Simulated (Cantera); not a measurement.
Charge: 1 mol Si3N4, 0.031 mol CO2, a varied amount of H2, at 1902 °C and 7.50 Torr.

Cantera equilibrium calculation (NASA polynomials, part measured and part estimated; ideal gas, pure solids and liquids). Candidate condensed phases: C, C6H6, C7H8, C8H18, H2O, Si, SiC, SiO2, Si2N2O, Si3N4; 151 gas species. Gases not in the tables: Si2H6 and higher silanes. The numbers say what is thermodynamically allowed, not how fast it happens.

### Question
What share of the Si ends up in condensed phases as a function of n(H2) (mol), at 18, 23, 28, 35, 43, 53, 65, 81, 99?

### Answer
| n(H2) (mol) | Si condensed (%) | as |
|---|---|---|
| 18 | 75.0 | Si(l) |
| 23 | 69.3 | Si(l) |
| 28 | 63.6 | Si(l) |
| 35 | 55.7 | Si(l) |
| 43 | 46.6 | Si(l) |
| 53 | 35.4 | Si(l) |
| 65 | 21.9 | Si(l) |
| 81 | 3.9 | Si(l) |
| 99 | 0.0 | - |
